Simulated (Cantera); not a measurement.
## Thermodynamics of carbothermic reduction, feed Fe2O3 + CH4 + N2

A closed system holds: 1 mol Fe2O3, a varied amount of CH4, 13 mol N2, held at 2173.15 K and 210 Torr.

Equilibrium computed with Cantera from the NASA thermochemical tables; the gas is ideal and each condensed phase is pure. Candidate condensed phases: C, C6H6, C7H8, C8H18, Fe, Fe(CO)5, FeO, Fe(OH)2, Fe(OH)3, Fe2O3, Fe3O4, H2O; 140 gas species. Each liquid is taken as pure. Iron dissolves carbon and melts from about 1420 K in contact with it, which pure phases cannot show. Mutual solubility and eutectic melting of coexisting phases are not modelled. The tables' stoichiometric FeO is somewhat more stable than real wüstite, so its field is too wide. FeO: taken at fixed stoichiometry. Condensed phases not in the tables: cementite and carbon dissolved in iron. Kinetics and transport are ignored.

```tsv
n(CH4) (mol)	x N2	x H2	x CO	x H2O	x HCN	x CO2	n FeO(l)	n Fe(l)	n C(graphite)
0.39	0.915	0.0177	0.0196	0.0364	5.84e-10	0.00780	1.97	0	0
0.84	0.830	0.0716	0.0491	0.0343	1.20e-8	0.00453	1.55	0.331	0
1.3	0.762	0.102	0.0698	0.0489	1.95e-8	0.00644	0.750	1.12	0
1.7	0.711	0.125	0.0852	0.0597	2.55e-8	0.00786	0.0571	1.80	0
2.2	0.657	0.184	0.107	0.0362	9.12e-8	0.00405	0	1.85	0
2.6	0.619	0.228	0.122	0.0172	2.93e-7	0.00177	0	1.84	0
3.1	0.578	0.272	0.134	1.74e-6	0.00399	1.65e-7	0	1.83	0
3.5	0.553	0.292	0.129	6.58e-7	0.0111	5.60e-8	0	1.82	0.192
4	0.530	0.320	0.124	6.92e-7	0.0114	5.14e-8	0	1.81	0.668
4.4	0.513	0.341	0.120	7.13e-7	0.0115	4.82e-8	0	1.81	1.05
4.9	0.492	0.366	0.115	7.35e-7	0.0117	4.45e-8	0	1.80	1.53
5.3	0.477	0.384	0.112	7.48e-7	0.0118	4.18e-8	0	1.79	1.91
5.8	0.460	0.406	0.108	7.61e-7	0.0119	3.89e-8	0	1.78	2.39
```
x: gas mole fraction; n: condensed amount in mol.

At 0.39 mol CH4 the condensed part is FeO(l). From 0.84 mol CH4 to 1.7 mol CH4 the condensed part is Fe(l) + FeO(l). From 2.2 mol CH4 to 3.1 mol CH4 the condensed part is Fe(l). From 3.5 mol CH4 to 5.8 mol CH4 the condensed part is C(graphite) + Fe(l). The main Fe-bearing gas is Fe throughout. The share of Fe in condensed phases is highest at 0.39 mol CH4 (98.6 %) and lowest at 5.8 mol CH4 (89.2 %).
